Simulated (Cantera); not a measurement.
Feed: 1 mol TiO2, 1.7 mol Al2O3, 0.3 mol O2, held at 1000 °C and 0.00110 bar.

Method: chemical equilibrium by Gibbs-energy minimisation in Cantera with the NASA 1993 tables (ideal gas, pure condensed phases). Candidate condensed phases: Al, Al2O3, Ti, TiO, TiO2, Ti2O3, Ti3O5, Ti4O7; 12 gas species. Mutual solubility and eutectic melting of coexisting phases are not modelled. Condensed phases not in the tables: mixed aluminates and titanates, alloys, solid solutions and most ternary compounds. Equilibrium is a limit: real reactors are often held back by kinetics, nucleation or transport.

Base state: O2 1.000 (mole fractions); condensed: Al2O3(s) + TiO2(rutile).

Problem. What changes in the equilibrium state with this change: temperature from 1000 °C to 2052 °C?

Solution. 
```tsv
species	before	after
O2	1.000	0.821
O	3.24e-6	0.157
TiO2	<1e-9	0.0227
AlO	<1e-9	2.55e-5
TiO	<1e-9	6.04e-5
Al2O3(s), mol	1.70	1.70
TiO2(rutile), mol	1.00	0
TiO2(l), mol	0	0.992
```
